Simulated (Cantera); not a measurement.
An isothermal, constant-pressure homogeneous reactor starts with CH₄ : H₂O : H₂ : N₂ = 1 : 3.5 : 0.23 : 0.3 (molar parts), at 1300 K and 0.987 atm.

Cantera simulation using GRI-Mech 3.0 (53 species, 325 reactions); the numbers are that mechanism's predictions, not measurements.

**Question.** Predict: x(CH₄) at 300 s; x(H₂O) at 300 s; x(H₂) at 300 s; x(C₂H₆) at 300 s; x(OH) at 300 s.

**Answer.** 
```json
{
 "x(CH₄) at 300 s": "0.107 (gas-phase equilibrium 2.82e-6)",
 "x(H₂O) at 300 s": "0.557 (gas-phase equilibrium 0.318)",
 "x(H₂) at 300 s": "0.227 (gas-phase equilibrium 0.497)",
 "x(C₂H₆) at 300 s": "6.58e-5 (gas-phase equilibrium <1e-12)",
 "x(OH) at 300 s": "1.68e-8 (gas-phase equilibrium 6.55e-9)"
}
```
